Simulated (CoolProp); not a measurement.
Propane along the isobar 0.918 MPa: Z from the reference equation and from simpler models built on Tc = 369.9 K, pc = 4.251 MPa, ω = 0.152; each cubic takes its own stable root.

Computed with CoolProp (reference Helmholtz-energy equation of state, Lemmon 2009).

```tsv
T (K)	phase	reference	van der Waals	Redlich-Kwong
358.6	gas	0.9138	0.9264	0.9148
365.9	gas	0.9196	0.9301	0.9200
373.1	gas	0.9249	0.9336	0.9247
380.3	gas	0.9297	0.9368	0.9291
387.6	gas	0.9342	0.9399	0.9332
394.8	gas	0.9382	0.9427	0.9369
402	gas	0.9419	0.9454	0.9404
409.3	gas	0.9454	0.9479	0.9436
416.5	gas	0.9486	0.9503	0.9466
423.7	gas	0.9516	0.9525	0.9494
431	gas	0.9543	0.9546	0.9521
438.2	gas	0.9569	0.9565	0.9545
445.4	gas	0.9593	0.9584	0.9568
452.7	gas	0.9615	0.9602	0.9590
459.9	gas	0.9636	0.9618	0.9610
```
